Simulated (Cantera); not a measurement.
An adiabatic, constant-pressure homogeneous reactor starts with CH₄ : O₂ : N₂ = 1 : 0.81 : 9.4 (molar parts), at 1625 K and 5.00 bar.

Computed with Cantera and GRI-Mech 3.0 (53 species, 325 reactions).

One state of this run: T (K) = 2051; x CH₄ = 0.00178; x O₂ = 9.59e-9; x H₂O = 0.0584; x CO = 0.0592; x CH₂ = 6.43e-7. x: mole fraction; the columns are a selection and need not sum to one.

Task: Which value of t (s) does it belong to?
A. 0.0131
B. 1.99
C. 8.65e-5
D. 0.00374

Result: D, 0.00374
